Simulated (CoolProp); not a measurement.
Vapour-liquid equilibrium of CHF3 (R23) (1) + C2F6 (R116) (2) at 253.5 K; x and y are mole fractions of (1).

The numbers come from the multi-fluid Helmholtz-energy mixture model, Penoncello 2003 and Lemmon 2006; pair parameters Bell 2016 in CoolProp.

**Question.** Give the bubble pressure and the first vapour's composition at x = 0.25, 0.45, 0.65. Is there an azeotrope?

**Answer.** x = 0.25: 1.470 MPa, y = 0.372; x = 0.45: 1.611 MPa, y = 0.519; x = 0.65: 1.649 MPa, y = 0.644. y crosses x between x = 0.55 and 0.65: the model has an azeotrope there.

The pair parameters rest on a limited set of measurements; away from them the model extrapolates.
